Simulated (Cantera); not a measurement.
Cantera run:

```python
import numpy as np
import cantera as ct

gas_names = """
    TaO2 CO
""".split()
cond_names = """
    C(gr) TaC(s) TaC(L)
""".split()


# ... load() reads the species with a 1 bar reference pressure and builds the phases ...
species = {s.name: s for s in load("nasa_gas.yaml", gas_names) + load("nasa_condensed.yaml", cond_names)}
# Each term lists the table entries of one substance; the one whose range holds T is used.
reactions = {
    'TaO2(g) + 3 C = TaC + 2 CO(g)':
        [(-1, ['TaO2']), (-3, ['C(gr)']), (1, ['TaC(s)', 'TaC(L)']), (2, ['CO'])],
}


def pick(names, T):
    return next(species[n] for n in names if species[n].thermo.min_temp <= T <= species[n].thermo.max_temp)


results = []
for label, terms in reactions.items():
    print(label)
    print("     T/K   dH/kJ  dS/(J/K)   dG/kJ   log10 K")
    for T in [300, 1723, 1923, 2123, 2323, 2523]:
        used = [(nu, pick(names, T)) for nu, names in terms]
        dH = sum(nu * s.thermo.h(T) for nu, s in used) / 1e6
        dS = sum(nu * s.thermo.s(T) for nu, s in used) / 1e3
        dG = dH - T * dS / 1e3
        logK = -dG * 1e6 / (ct.gas_constant * T * np.log(10))
        results.append((label, T, dH, dS, dG, logK, [s.name for _, s in used]))
        print(f"{T:8g} {dH:8.1f} {dS:8.1f} {dG:8.1f} {logK:8.2f}")
```

It prints:

```
TaO2(g) + 3 C = TaC + 2 CO(g)
     T/K   dH/kJ  dS/(J/K)   dG/kJ   log10 K
     300   -164.3    140.4   -206.4    35.93
    1723   -162.6    149.0   -419.3    12.71
    1923   -163.1    148.7   -449.1    12.20
    2123   -163.3    148.6   -478.8    11.78
    2323   -163.5    148.5   -508.5    11.43
    2523   -163.5    148.6   -538.2    11.14
```

Cantera with NASA thermochemical tables; ideal gases at 1 bar, condensed phases pure. TaC: taken at fixed stoichiometry. Condensed species are held in their standard states even where they would react or evaporate.
